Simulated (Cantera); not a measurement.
Input: 1 mol B2O3, 0.31 mol NH3, 2.2 mol N2, at 1900 K and 42.0 mbar.

These are equilibrium values from Cantera (NASA tables, ideal gas, pure condensed phases), not measurements of a reactor. Candidate condensed phases: B, BN, B2O3, B3O3H3, H2O; 39 gas species. Kinetics and transport are ignored.

Base state: N2 0.615, B2O3 0.215, H2 0.0883, HBO2 0.0450, HBO 0.0184, B2O2 0.0122, BO 0.00384, H 0.00115 (mole fractions); condensed: gas only.

### Question
What changes in the equilibrium state with this change: B2O3 replaced by B2H6?

### Answer
| species | before | after |
|---|---|---|
| H2 | 0.0883 | 0.716 |
| N2 | 0.615 | 0.281 |
| H | 0.00115 | 0.00328 |
| B2O3 | 0.215 | 0 |
| HBO2 | 0.0450 | 0 |
| HBO | 0.0184 | 0 |
| B2O2 | 0.0122 | 0 |
| BO | 0.00384 | 0 |
| H2O | 0.000832 | 0 |
| BO2 | 5.83e-5 | 0 |
| BN(s), mol | 0 | 2.00 |
The feed counts by its element totals alone.

### Question
What changes in the equilibrium state with this change: pressure from 42.0 mbar to 1.33 mbar?

### Answer
```
species   before     after
-------  -------  --------
N2         0.615     0.609
B2O3       0.215     0.208
H2        0.0883    0.0837
BO       0.00384    0.0185
B2O2      0.0122   0.00898
HBO       0.0184    0.0154
HBO2      0.0450    0.0493
BO2      5.83e-5  0.000369
H        0.00115   0.00629
```

### Question
What changes in the equilibrium state with this change: NH3 from 0.31 to 1.1 mol?

### Answer
```tsv
species	before	after
N2	0.615	0.508
H2	0.0883	0.262
B2O3	0.215	0.132
HBO	0.0184	0.0296
B2O2	0.0122	0.0106
HBO2	0.0450	0.0509
H2O	0.000832	0.00174
H	0.00115	0.00198
BO2	5.83e-5	3.83e-5
BO	0.00384	0.00358
```
